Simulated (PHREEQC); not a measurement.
Solution (25 °C): 0.00014 mol/kgw NaHCO3 and 0.0026 mol/kgw NaCl. Closed to the air; pH follows from the charge balance.

Equilibrium calculation in PHREEQC: ion-association model, phreeqc.dat.

| Property | Value |
|---|---|
| pH | 8.10 |
| ionic strength | 0.00274 mol/kgw |
| specific conductance | 328 µS/cm |
| total alkalinity | 0.140 meq/kg |

| species | molality | activity | log γ |
|---|---|---|---|
| Na+ | 0.00274 | 0.00259 | -0.025 |
| Cl- | 0.00260 | 0.00245 | -0.025 |
| HCO3- | 0.000137 | 0.000129 | -0.024 |
| CO2 | 2.32e-6 | 2.32e-6 | 0.000 |
| OH- | 1.34e-6 | 1.27e-6 | -0.025 |
| CO3-2 | 9.48e-7 | 7.57e-7 | -0.098 |
| NaHCO3 | 1.88e-7 | 1.88e-7 | 0.000 |
| NaCO3- | 3.86e-8 | 3.65e-8 | -0.025 |
| H+ | 8.44e-9 | 8.00e-9 | -0.023 |

No solid was allowed to form. Complexes and solids missing from the database can't appear.
